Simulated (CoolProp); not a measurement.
Sulfur dioxide along the isotherm 446.7 K: Z from the reference equation and from simpler models built on Tc = 430.6 K, pc = 7887 kPa, ω = 0.256; each cubic takes its own stable root.

Values from CoolProp's reference Helmholtz-energy equation of state, Gao 2016.

```csv
p (kPa),phase,reference,van der Waals,Redlich-Kwong,Soave-Redlich-Kwong,Peng-Robinson
1480,gas,0.9405,0.9468,0.9404,0.9415,0.9347
2960,gas,0.8755,0.8879,0.8757,0.8783,0.8652
4440,gas,[?],0.8213,0.8041,0.8087,0.7897
5910,gas,[?],0.7429,0.7225,0.7302,0.7061
7390,gas,0.6210,0.6403,0.6219,[?],0.6075
8870,supercritical,0.4837,0.4553,0.4763,[?],0.4801
10400,supercritical,0.3034,0.3540,0.3337,0.3645,0.3394
11800,supercritical,0.2788,[?],0.3272,[?],0.3156
```

**Question.** Complete the blanks.

**Answer.** 
- 4440, reference: 0.8033
- 5910, reference: 0.7212
- 7390, Soave-Redlich-Kwong: 0.6356
- 8870, Soave-Redlich-Kwong: 0.5088
- 11800, van der Waals: 0.3671
- 11800, Soave-Redlich-Kwong: 0.3435
